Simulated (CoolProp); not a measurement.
The fluid at 293.15 K and 0.111 MPa flows at 0.52 m/s in a round tube of 100 mm bore and 1.5 µm roughness, fully developed (64/Re and Nu = 3.66 if laminar; Colebrook and Gnielinski if turbulent). The same conditions are run with several fluids, on thermodynamics alone (safety and materials aside).

Computed with CoolProp (reference Helmholtz-energy equation of state of each fluid (C3F8 (R218): Lemmon 2006; propane: Lemmon 2009; R227EA: Lemmon 2016)).

Question: Rank C3F8 (R218), propane, R227EA by Reynolds number, highest first.

Answer: C3F8 (R218) (37600), R227EA (36600), propane (13300)

| fluid | Darcy friction factor | pressure drop (Pa/m) | heat-transfer coefficient (W/(m² K)) | mass flow (kg/h) |
|---|---|---|---|---|
| C3F8 (R218) | 0.0223 | 0.265 | 10.8 | 129 |
| propane | 0.0287 | 0.0794 | 6.78 | 30.1 |
| R227EA | 0.0225 | 0.243 | 10.7 | 118 |

Transport values come from each fluid's own correlations; those of C3F8 (R218), R227EA are estimates that may be off by 10 % or more.
